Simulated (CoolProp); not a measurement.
Vapour-liquid equilibrium of n-heptane (1) + p-xylene (2) at 355.2 K; x and y are mole fractions of (1).

Computed with CoolProp (multi-fluid Helmholtz-energy mixture model, Span 2003 and Zhou 2012; pair parameters Bell 2016).

Give the bubble pressure and the first vapour's composition at x = 0.05, 0.125, 0.35. Is there an azeotrope?

x = 0.05: 0.2001 bar, y = 0.195; x = 0.125: 0.2430 bar, y = 0.384; x = 0.35: 0.3524 bar, y = 0.671. No azeotrope shows between x = 0.05 and 0.95.

Pair parameters are fitted to limited data, so mixtures are less certain than the pure fluids.
